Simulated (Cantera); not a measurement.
Feed: 1 mol HF, 0.082 mol SO₂, 0.22 mol N₂, at 13.3 mbar.

These are equilibrium values from Cantera (NASA tables, ideal gas, pure condensed phases), not measurements of a reactor. Candidate condensed phases: H₂O, H₂SO₄, S; 100 gas species. Ions and electrons are included (thermal ionisation). Equilibrium is a limit: real reactors are often held back by kinetics, nucleation or transport. All values below are at 2227 °C.

Base state: HF 0.735, N₂ 0.163, SO₂ 0.0363, SO 0.0215, F 0.0120, O 0.0102, O₂ 0.00659, H 0.00605 (mole fractions); condensed: gas only.

Task: What changes in the equilibrium state with this change: SO₂ from 0.082 to 0.28 mol?

Result: 
```tsv
species	before	after
HF	0.735	0.625
N₂	0.163	0.139
SO₂	0.0363	0.127
SO	0.0215	0.0471
O₂	0.00659	0.0168
O	0.0102	0.0163
F	0.0120	0.0119
S₂	7.22e-5	0.000136
NO	0.00185	0.00273
S	0.00322	0.00442
OH	0.00198	0.00271
SF	1.33e-5	1.80e-5
```

Task: What changes in the equilibrium state with this change: SO₂ from 0.082 to 0.038 mol?

Result: 
```csv
species,before,after
HF,0.735,0.766
N₂,0.163,0.171
SO₂,0.0363,0.0146
SO,0.0215,0.0122
O,0.0102,0.00723
F,0.0120,0.0117
O₂,0.00659,0.00331
S₂,7.22e-5,4.63e-5
NO,0.00185,0.00134
```

Task: What changes in the equilibrium state with this change: pressure from 13.3 mbar to 12.0 Pa?

Result: 
```csv
species,before,after
HF,0.735,0.564
N₂,0.163,0.141
F,0.0120,0.0809
H,0.00605,0.0767
SO₂,0.0363,0.00180
S,0.00322,0.0350
O,0.0102,0.0766
SO,0.0215,0.0158
H₂O,0.00122,0.000119
N,1.02e-6,1.00e-5
O₂,0.00659,0.00335
SF,1.33e-5,8.73e-6
NO,0.00185,0.00123
```
